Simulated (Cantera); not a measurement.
# Pyrogenic steam for wet oxidation

An isothermal, constant-pressure homogeneous reactor starts with H2 : O2 : N2 = 14 : 1 : 3.2 (molar parts), equivalence ratio 7.0, at 1025 K and 135 Torr.

Detailed kinetics in Cantera: the H2/O2 subset of GRI-Mech 3.0, which has no nitrogen chemistry. The temperature is held fixed by assumption; the heat of reaction is taken as removed at once.

```tsv
t (s)	x H2	x O2	x O	x H2O2	x H	x OH
3.00e-5	0.769	0.0549	5.90e-12	<1e-12	3.74e-10	2.09e-12
6.68e-5	0.769	0.0549	1.74e-11	3.59e-12	1.05e-9	6.07e-12
0.000149	0.769	0.0549	7.05e-11	1.92e-11	4.18e-9	2.44e-11
0.000332	0.769	0.0549	7.09e-10	1.37e-10	4.18e-8	2.45e-10
0.000739	0.769	0.0549	8.30e-8	8.44e-9	4.89e-6	2.90e-8
0.00165	0.667	0.0129	0.000287	5.70e-9	0.0566	0.000136
0.00367	0.682	1.64e-7	2.72e-7	5.17e-11	0.0187	8.41e-6
0.00818	0.692	3.38e-9	3.47e-8	1.85e-11	0.00675	3.02e-6
0.0182	0.695	5.76e-10	5.83e-9	7.55e-12	0.00278	1.24e-6
0.0406	0.697	1.15e-10	1.08e-9	3.23e-12	0.00120	5.35e-7
0.0904	0.697	2.56e-11	2.11e-10	1.41e-12	0.000530	2.36e-7
0.201	0.697	6.49e-12	4.18e-11	<1e-12	0.000236	1.05e-7
0.449	0.698	1.86e-12	8.36e-12	<1e-12	0.000105	4.69e-8
1.00	0.698	<1e-12	1.68e-12	<1e-12	4.73e-5	2.10e-8
```
x: mole fraction; the columns are a selection and need not sum to one.

Equilibrium at this temperature and pressure: H2 0.698, O2 <1e-12, O <1e-12, H2O2 <1e-12, H 8.63e-9, OH 3.84e-12 (gas phase only).
